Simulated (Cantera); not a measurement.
Input: 1 mol AlN, 1.3 mol HCl, 9.3 mol H₂, 0.16 mol H₂O, equilibrated at 58.0 Pa.

Cantera equilibrium calculation (NASA polynomials, part measured and part estimated; ideal gas, pure solids and liquids). Candidate condensed phases: Al, AlCl₃, AlN, Al₂O₃, H₂O, NH₄Cl; 45 gas species. The tables' values for AlCl₂, AlOH are old estimates; treat these amounts as uncertain. The numbers say what is thermodynamically allowed, not how fast it happens.

At 1800 °C, list the 6 most abundant gas species with their mole fractions, and the condensed phases.

H₂ 0.753, H 0.0948, AlCl 0.0680, N₂ 0.0405, HCl 0.0336, Al 0.00408. Condensed: Al₂O₃(s).
